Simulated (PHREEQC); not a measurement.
**Alkaline etch or developer (model solution)**

Consider water at 25 °C with 0.032 mol/kgw KOH. Closed to the air; pH follows from the charge balance.

Model: ion-association model, phreeqc.dat, run in PHREEQC.

Each row changes one thing in this solution. No solid was allowed to form.

```tsv
case	pH	ionic strength (mol/kgw)
as made	12.43	0.0320
KOH from 0.032 to 0.0352 mol/kgw	12.46	0.0352
KOH replaced by KHCO3 at the same molality	8.20	0.0324
KOH from 0.032 to 0.0288 mol/kgw	12.38	0.0288
KOH from 0.032 to 0.0032 mol/kgw	11.47	0.00320
KOH replaced by KNO3 at the same molality	6.99	0.0320
temperature from 25 to 55 °C	11.56	0.0320
```

Away from 25 °C the constants follow the database's enthalpies or fits; those with neither stay at their 25 °C values.
